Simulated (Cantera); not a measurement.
A freely propagating, adiabatic, planar premixed flame of 4.75 % CH4, 0.299 % C2H6, 1.23 % C3H8, 19.7 % O2, 74.1 % N2, unburnt at 423 K and 5.00 bar; multicomponent transport, grid criteria slope 0.08 and curve 0.16, no radiation.

Detailed kinetics in Cantera: GRI-Mech 3.0 (53 species, 325 reactions). GRI-Mech 3.0 was tuned for natural gas; its chemistry of propane as a main component is partial and can be far from experiment. Burning velocities carry a grid error of a few per cent, more on coarse grids.

x: mole fraction of selected species; z is measured from the peak of heat release.

```tsv
z (mm)	T (K)	u (m/s)	x CH4	x C2H6	x C3H8	x CH2O	x H2O	x O
-0.362	423	0.363	0.0474	0.00299	0.0123	?	6.25e-5	<1e-8
-0.241	426	0.366	0.0473	0.00299	0.0123	?	0.000531	<1e-8
-0.181	440	0.378	0.0468	0.00298	0.0123	?	0.00239	<1e-8
-0.121	522	0.451	0.0441	0.00291	0.0121	?	0.0123	<1e-8
-0.0603	938	0.822	0.0308	0.00226	0.00878	?	0.0542	4.46e-7
-0.0301	1338	1.19	0.0174	0.00127	0.00316	?	0.0911	2.39e-5
0	1732	1.54	0.00388	8.82e-5	5.75e-5	?	0.125	0.000486
0.0301	1910	1.69	0.000177	1.17e-7	<1e-8	?	0.138	0.00169
0.0603	1987	1.75	4.07e-6	<1e-8	<1e-8	?	0.141	0.00184
0.121	2070	1.82	<1e-8	<1e-8	<1e-8	<1e-8	0.144	0.00130
0.241	2136	1.87	<1e-8	<1e-8	<1e-8	<1e-8	0.147	0.000666
0.482	2173	1.89	<1e-8	<1e-8	<1e-8	<1e-8	0.149	0.000318
0.965	2186	1.90	<1e-8	<1e-8	<1e-8	<1e-8	0.150	0.000209
```

**Question.** What belongs in the gaps?

**Answer.** 
- -0.362, x CH2O: 1.70e-7
- -0.241, x CH2O: 2.49e-6
- -0.181, x CH2O: 1.84e-5
- -0.121, x CH2O: 0.000169
- -0.0603, x CH2O: 0.00126
- -0.0301, x CH2O: 0.00153
- 0, x CH2O: 0.000504
- 0.0301, x CH2O: 3.93e-5
- 0.0603, x CH2O: 1.12e-6
